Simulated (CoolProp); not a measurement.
Properties of chlorine along the isobar 112 bar.

The numbers come from the reference Helmholtz-energy equation of state, Thol 2021 in CoolProp.

| T (°C) | phase | density (kg/m³) | cv (kJ/(kg K)) | isothermal compressibility (1/MPa) | expansivity (1/kK) | fugacity coefficient |
|---|---|---|---|---|---|---|
| -51.55 | liquid | 1627 | 0.5082 | 0.0008235 | 1.594 | 0.004995 |
| -43.05 | liquid | 1605 | 0.5041 | 0.0008893 | 1.621 | 0.007560 |
| -34.55 | liquid | 1583 | 0.5005 | 0.0009619 | 1.652 | 0.01105 |
| -26.05 | liquid | 1561 | 0.4975 | 0.001042 | 1.686 | (withheld) |
| -17.55 | liquid | 1538 | 0.4950 | 0.001132 | (withheld) | 0.02158 |
| -9.05 | liquid | 1516 | 0.4928 | (withheld) | 1.768 | 0.02902 |
| -0.55 | liquid | 1493 | 0.4909 | 0.001346 | 1.817 | 0.03815 |
| 7.95 | liquid | 1469 | 0.4892 | 0.001474 | (withheld) | (withheld) |
| 16.45 | liquid | 1446 | 0.4876 | 0.001620 | 1.934 | 0.06214 |
| 24.95 | liquid | (withheld) | 0.4861 | 0.001788 | 2.005 | 0.07729 |

Complete the blanks.


- -26.05, fugacity coefficient: 0.01566
- -17.55, expansivity (1/kK): 1.725
- -9.05, isothermal compressibility (1/MPa): 0.001233
- 7.95, expansivity (1/kK): 1.872
- 7.95, fugacity coefficient: 0.04914
- 24.95, density (kg/m³): 1422
